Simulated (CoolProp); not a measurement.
Vapour-liquid equilibrium of R113 (1) + n-heptane (2) at 0.00287 MPa; x and y are mole fractions of (1).

The numbers come from the multi-fluid Helmholtz-energy mixture model, Marx 1992 and Span 2003; pair parameters Bell 2016 in CoolProp.

| x | bubble temperature (K) | y at the bubble point | dew temperature at overall composition x (K) | liquid density (mol/L) |
|---|---|---|---|---|
| 0.05 | 275.6 | 0.413 | 283.1 | 7.038 |
| 0.125 | 267.3 | 0.678 | ? | 7.215 |
| 0.2 | ? | 0.794 | 280.3 | 7.373 |
| 0.275 | 257.9 | 0.856 | 278.8 | 7.523 |
| 0.35 | 255.0 | 0.893 | 277.1 | 7.668 |
| 0.425 | 252.8 | 0.917 | 275.3 | 7.811 |
| 0.5 | 251.0 | 0.935 | 273.3 | 7.956 |
| 0.575 | 249.5 | 0.948 | 271.0 | 8.102 |
| 0.65 | 248.3 | ? | 268.4 | 8.252 |
| 0.725 | ? | 0.968 | 265.3 | 8.406 |
| 0.8 | 246.1 | 0.977 | ? | ? |
| 0.875 | 245.1 | 0.985 | 256.5 | 8.729 |
| 0.95 | 244.1 | 0.994 | 249.3 | 8.901 |

Task: What belongs in the gaps?

Result: 
- 0.125, dew temperature at overall composition x (K): 281.8
- 0.2, bubble temperature (K): 261.8
- 0.65, y at the bubble point: 0.959
- 0.725, bubble temperature (K): 247.1
- 0.8, dew temperature at overall composition x (K): 261.5
- 0.8, liquid density (mol/L): 8.565

No azeotrope shows between x = 0.05 and 0.95.

The pair parameters rest on a limited set of measurements; away from them the model extrapolates.
